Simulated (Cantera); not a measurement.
Input (Python, Cantera) and output of one run.

```python
import numpy as np
import cantera as ct

gas_names = """
    Br Br2 H HBr H2 Si SiBr SiBr2 SiBr3 SiBr4 SiH SiHBr3 SiH2 SiH2Br2 SiH3 SiH3Br SiH4 Si2 Si3
""".split()
cond_names = """
    Br2(cr) Br2(L) Si(cr) Si(L)
""".split()


def load(file, names, dense=False):
    # The tables refer to 1 bar. Condensed volumes are neglected.
    table = {s.name: s for s in ct.Species.list_from_file(file)}
    out = []
    for n in names:
        d = dict(table[n].input_data)
        d["thermo"] = dict(d["thermo"], **{"reference-pressure": 1e5})
        if dense:
            d["equation-of-state"] = {"model": "constant-volume", "density": "1e6 g/cm^3"}
        out.append(ct.Species.from_dict(d))
    return out


gas = ct.Solution(thermo="ideal-gas", species=load("nasa_gas.yaml", gas_names))
cond = {s.name: ct.Solution(thermo="fixed-stoichiometry", species=[s], name=s.name)
        for s in load("nasa_condensed.yaml", cond_names, dense=True)}
atoms = {
    'Si': {'Si': 1},
    'HBr': {'H': 1, 'Br': 1},
}
top_T = {}  # K; cautious upper limits of use, not melting points


def equilibrate(T, P, feed):
    n = {}
    for name, mol in feed.items():
        for a, k in atoms[name].items():
            n[a] = n.get(a, 0.0) + k * mol
    gas.TPX = T, P, n
    mass = sum(n.values()) * gas.mean_molecular_weight
    gas.equilibrate("TP")
    valid = [c for c in cond.values() if c.min_temp <= T <= top_T.get(c.name, c.max_temp)]
    mix = ct.Mixture([(gas, mass / gas.mean_molecular_weight)] + [(c, 0.0) for c in valid])
    mix.T, mix.P = T, P
    mix.equilibrate("TP", solver="vcs", rtol=1e-11, max_steps=5000)
    return mix


results = []
T = 473.15  # K
P = 1333.22  # Pa
for m in [2.7, 4.7, 6.6, 8.6, 11, 13, 15, 17, 19, 21]:
    feed = {'Si': 1, 'HBr': m}  # mol
    mix = equilibrate(T, P, feed)
    results.append((T, P, feed, dict(zip(mix.species_names, mix.species_moles))))
    x = sorted(zip(gas.X, gas.species_names), reverse=True)
    print(f"T = {T:g} K  P = {P:g} Pa  n(HBr) = {m:g} mol  gas = {mix.phase_moles(0):.4g} mol")
    print("   x: " + "  ".join(f"{s} {v:.3e}" for v, s in x if v > 1e-06))
    print("   condensed (mol): " + ("  ".join(f"{mix.phase(i).name} {mix.phase_moles(i):.4g}"
          for i in range(1, mix.n_phases) if mix.phase_moles(i) > 1e-12) or "none"))
```

It prints:

```
T = 473.15 K  P = 1333.22 Pa  n(HBr) = 2.7 mol  gas = 2.022 mol
   x: H2 6.648e-01  SiBr4 3.297e-01  SiHBr3 5.408e-03  SiH2Br2 4.029e-05  HBr 1.122e-05
   condensed (mol): Si(cr) 0.3222
T = 473.15 K  P = 1333.22 Pa  n(HBr) = 4.7 mol  gas = 3.7 mol
   x: H2 5.405e-01  SiBr4 2.703e-01  HBr 1.892e-01
   condensed (mol): none
T = 473.15 K  P = 1333.22 Pa  n(HBr) = 6.6 mol  gas = 5.6 mol
   x: HBr 4.643e-01  H2 3.571e-01  SiBr4 1.786e-01
   condensed (mol): none
T = 473.15 K  P = 1333.22 Pa  n(HBr) = 8.6 mol  gas = 7.6 mol
   x: HBr 6.053e-01  H2 2.632e-01  SiBr4 1.316e-01
   condensed (mol): none
T = 473.15 K  P = 1333.22 Pa  n(HBr) = 11 mol  gas = 10 mol
   x: HBr 7.000e-01  H2 2.000e-01  SiBr4 1.000e-01
   condensed (mol): none
T = 473.15 K  P = 1333.22 Pa  n(HBr) = 13 mol  gas = 12 mol
   x: HBr 7.500e-01  H2 1.667e-01  SiBr4 8.333e-02
   condensed (mol): none
T = 473.15 K  P = 1333.22 Pa  n(HBr) = 15 mol  gas = 14 mol
   x: HBr 7.857e-01  H2 1.429e-01  SiBr4 7.143e-02
   condensed (mol): none
T = 473.15 K  P = 1333.22 Pa  n(HBr) = 17 mol  gas = 16 mol
   x: HBr 8.125e-01  H2 1.250e-01  SiBr4 6.250e-02
   condensed (mol): none
T = 473.15 K  P = 1333.22 Pa  n(HBr) = 19 mol  gas = 18 mol
   x: HBr 8.333e-01  H2 1.111e-01  SiBr4 5.556e-02
   condensed (mol): none
T = 473.15 K  P = 1333.22 Pa  n(HBr) = 21 mol  gas = 20 mol
   x: HBr 8.500e-01  H2 1.000e-01  SiBr4 5.000e-02
   condensed (mol): none
```

Method: chemical equilibrium by Gibbs-energy minimisation in Cantera with the NASA 1993 tables (ideal gas, pure condensed phases).
